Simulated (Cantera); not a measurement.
Feed: 1 mol Al(CH₃)₃, 0.35 mol H₂O, a varied amount of N₂, at 527 °C and 4.35 Torr.

These are equilibrium values from Cantera (NASA tables, ideal gas, pure condensed phases), not measurements of a reactor. Candidate condensed phases: Al, AlN, Al₂O₃, C, C₆H₆, C₇H₈, C₈H₁₈, H₂O; 148 gas species. The feed counts by its element totals alone. Equilibrium is a limit: real reactors are often held back by kinetics, nucleation or transport.

Q: At 38 mol N₂, list the 3 most abundant gas species with their mole fractions, and the condensed phases.

A: N₂ 0.886, H₂ 0.114, CH₄ 0.000101. Condensed: AlN(s) + Al₂O₃(s) + C(graphite).
